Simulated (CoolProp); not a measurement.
Propylene glycol along the isobar 38000 kPa: density (kg/m³) from the reference equation and from simpler models built on Tc = 674.0 K, pc = 7292 kPa, ω = 0.327; each cubic takes its own stable root.

Model: reference Helmholtz-energy equation of state, Eisenbach 2021, in CoolProp.

```tsv
T (K)	phase	reference	van der Waals	Peng-Robinson
524.8	liquid	871.4	[?]	975.0
531.6	liquid	865.0	[?]	[?]
538.4	liquid	858.5	608.1	960.3
545.2	liquid	852.0	605.4	952.8
552	liquid	845.3	602.6	945.1
558.8	liquid	838.5	599.9	937.3
565.6	liquid	831.6	597.1	929.4
572.4	liquid	[?]	594.3	921.3
579.2	liquid	817.6	591.5	913.1
586	liquid	810.3	588.6	904.8
592.8	liquid	[?]	585.8	[?]
599.6	liquid	795.6	582.9	887.8
606.4	liquid	788.0	580.1	879.1
613.2	liquid	780.2	577.2	870.2
620	liquid	772.4	574.3	861.3
```

Task: Complete the blanks.

Result: 
- 524.8, van der Waals: 613.6
- 531.6, van der Waals: 610.9
- 531.6, Peng-Robinson: 967.8
- 572.4, reference: 824.7
- 592.8, reference: 803.0
- 592.8, Peng-Robinson: 896.4
